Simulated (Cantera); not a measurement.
Input: 1 mol SiCl4, 0.3 mol O3, 46 mol N2, equilibrated at 43.0 Pa.

Method: chemical equilibrium by Gibbs-energy minimisation in Cantera with the NASA 1993 tables (ideal gas, pure condensed phases). Candidate condensed phases: Si, SiO2, Si2N2O, Si3N4; 23 gas species. The tables hold silica as quartz up to 1696 K and as liquid above; real silica turns to tridymite and cristobalite and melts near 1996 K. Kinetics and transport are ignored.

Which condensed phases are stable at each of these points (T (°C)): 1200, 1250, 1300, 1350, 1400, 1450, 1500, 1550, 1600, 1650, 1700, 1750, 1800?


| T (°C) | condensed phases | Si condensed (%) |
|---|---|---|
| 1200 | SiO2(β-quartz) | 44.8 |
| 1250 | SiO2(β-quartz) | 43.6 |
| 1300 | SiO2(β-quartz) | 37.0 |
| 1350 | SiO2(β-quartz) | 19.0 |
| 1400 | gas only | 0.0 |
| 1450 | gas only | 0.0 |
| 1500 | gas only | 0.0 |
| 1550 | gas only | 0.0 |
| 1600 | gas only | 0.0 |
| 1650 | gas only | 0.0 |
| 1700 | gas only | 0.0 |
| 1750 | gas only | 0.0 |
| 1800 | gas only | 0.0 |

From 1200 °C to 1350 °C the condensed part is SiO2(β-quartz). From 1400 °C to 1800 °C nothing is condensed.
